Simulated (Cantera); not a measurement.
Charge: 1 mol C₂H₆, 0.44 mol NH₃, at 2223.15 K and 0.668 Torr.

Equilibrium computed with Cantera from the NASA thermochemical tables; the gas is ideal and each condensed phase is pure. Candidate condensed phases: C, C₆H₆, C₇H₈, C₈H₁₈; 92 gas species. Kinetics and transport are ignored.

Base state: H₂ 0.756, H 0.187, N₂ 0.0480, HCN 0.00619, C₂H₂ (acetylene) 0.00220, HNC 0.000506, CN 5.68e-5, C₂H 2.00e-5 (mole fractions); condensed: C(graphite).

Question: What changes in the equilibrium state with this change: NH₃ from 0.44 to 0.16 mol?

Answer: 
```json
[
 {"species": "H₂", "before": "0.756", "after": "0.783"},
 {"species": "H", "before": "0.187", "after": "0.190"},
 {"species": "N₂", "before": "0.0480", "after": "0.0196"},
 {"species": "CN", "before": "5.68e-5", "after": "3.63e-5"},
 {"species": "HNC", "before": "0.000506", "after": "0.000329"},
 {"species": "HCN", "before": "0.00619", "after": "0.00402"},
 {"species": "C₂H₂ (acetylene)", "before": "0.00220", "after": "0.00228"},
 {"species": "C₂H", "before": "2.00e-5", "after": "2.04e-5"},
 {"species": "C(graphite), mol", "before": "1.95", "after": "1.97"}
]
```
